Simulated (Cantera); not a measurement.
A perfectly stirred reactor is fed with H2 : O2 = 0.23 : 1 (molar parts), equivalence ratio 0.12, at 0.0267 bar; it is held at 975 K, and followed from long to short residence time.

Detailed kinetics in Cantera: GRI-Mech 3.0 (53 species, 325 reactions). Radical loss at walls, strong at low pressure, is not modelled. The temperature is held fixed by assumption; the heat of reaction is taken as removed at once.

One state of this run: x H2 = 0.00846; x O2 = 0.790; x H = 0.00203; x OH = 0.00143; x H2O = 0.194; x H2O2 = 1.15e-6. x: mole fraction; the columns are a selection and need not sum to one.

Problem. Which value of τ (s) does it belong to?
A. 0.036
B. 0.017
C. 0.17
D. 0.0036

Solution. A, 0.036
